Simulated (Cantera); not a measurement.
Input: 1 mol HgO, 0.13 mol H2, at 0.0610 bar.

Cantera equilibrium calculation (NASA polynomials, part measured and part estimated; ideal gas, pure solids and liquids). Candidate condensed phases: H2O, Hg, HgO; 10 gas species. Rates play no part. All values below are at 777 °C.

Base state: Hg 0.639, O2 0.278, H2O 0.0831 (mole fractions); condensed: gas only.

Question: What changes in the equilibrium state with this change: H2 from 0.13 to 0.83 mol?

Answer: 
| species | before | after |
|---|---|---|
| Hg | 0.639 | 0.522 |
| H2O | 0.0831 | 0.433 |
| O2 | 0.278 | 0.0444 |
